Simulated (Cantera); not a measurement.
Charge: 1 mol SiH₄, 210 mol H₂, at 4300 Pa.

Method: chemical equilibrium by Gibbs-energy minimisation in Cantera with the NASA 1993 tables (ideal gas, pure condensed phases). Candidate condensed phases: Si; 9 gas species. Gases not in the tables: Si₂H₆ and higher silanes. The numbers say what is thermodynamically allowed, not how fast it happens.

x: gas mole fraction; n: condensed amount in mol.

```csv
T (K),x H₂,x H,x Si,x SiH₂,n Si(s),n Si(l)
1150,1.00,3.60e-7,4.60e-12,4.15e-9,1.000,0
1250,1.000,?,?,?,1.000,0
1350,1.000,1.15e-5,4.64e-9,1.75e-7,1.000,0
1450,1.000,?,?,?,1.000,0
1550,1.000,0.000152,7.73e-7,2.79e-6,0.999,0
1650,1.000,0.000438,6.23e-6,8.65e-6,0.996,0
1750,0.999,0.00112,3.49e-5,2.08e-5,0,0.986
```

Problem. Fill in the missing entries.

Solution. 
- 1250, x H: 2.33e-6
- 1250, x Si: 1.93e-10
- 1250, x SiH₂: 3.13e-8
- 1450, x H: 4.56e-5
- 1450, x Si: 7.16e-8
- 1450, x SiH₂: 7.69e-7
